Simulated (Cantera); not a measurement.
Mixture: 40.3 % H2, 12.6 % O2, 47.1 % N2, equivalence ratio 1.6, at 20.7 atm, adiabatic and at constant pressure. Ignition delay is the time to a rise of 400 K.

Detailed kinetics in Cantera: GRI-Mech 3.0 (53 species, 325 reactions). The hydrogen kinetics of GRI-Mech 3.0 are dated; newer H2 mechanisms differ, most at raised pressure. The pressure lies above the range GRI-Mech 3.0 was tuned for (to about 10 atm).

### Question
Predict: delay at 1123 K; delay at 1173 K; delay at 1223 K; delay at 1273 K; delay at 1323 K; delay at 1373 K; delay at 1423 K; apparent activation energy between 1323 and 1423 K.

### Answer
* **delay at 1123 K**: 0.409 ms
* **delay at 1173 K**: 0.162 ms
* **delay at 1223 K**: 64.4 µs
* **delay at 1273 K**: 24.5 µs
* **delay at 1323 K**: 8.53 µs
* **delay at 1373 K**: 3.10 µs
* **delay at 1423 K**: 1.61 µs
* **apparent activation energy between 1323 and 1423 K**: 260 kJ/mol
